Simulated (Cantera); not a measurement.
Carbon deposition, reforming and gasification: C2H5OH + O2 + H2

Feed: 1 mol C2H5OH, 0.77 mol O2, a varied amount of H2, at 2773.15 K and 0.000270 bar.

These are equilibrium values from Cantera (NASA tables, ideal gas, pure condensed phases), not measurements of a reactor. Candidate condensed phases: C, C6H6, C7H8, C8H18, H2O; 110 gas species. Kinetics and transport are ignored.

```
n(H2) (mol)  log p H  log p CO  log p O  log p H2  log p OH  log p CO2  log p H2O  log p O2
-----------  -------  --------  -------  --------  --------  ---------  ---------  --------
0.65           -3.72     -4.25    -4.85     -5.18     -6.11      -6.92      -7.01     -7.08
1.1            -3.70     -4.29    -4.89     -5.15     -6.14      -7.00      -7.02     -7.15
1.8            -3.69     -4.34    -4.94     -5.12     -6.17      -7.10      -7.04     -7.26
3              -3.67     -4.42    -5.02     -5.09     -6.23      -7.26      -7.09     -7.42
5.1            -3.65     -4.53    -5.13     -5.05     -6.32      -7.47      -7.16     -7.63
8.6            -3.63     -4.66    -5.27     -5.01     -6.44      -7.75      -7.26     -7.91
14             -3.62     -4.81    -5.42     -4.98     -6.58      -8.05      -7.38     -8.21
24             -3.61     -5.00    -5.61     -4.96     -6.76      -8.43      -7.55     -8.59
40             -3.60     -5.20    -5.80     -4.95     -6.94      -8.82      -7.73     -8.98
68             -3.60     -5.41    -6.01     -4.94     -7.15      -9.24      -7.93     -9.40
```
log p: log10 of the partial pressure in bar; nothing condenses.

From 0.65 mol H2 to 68 mol H2 nothing is condensed. The main C-bearing gas is CO throughout.
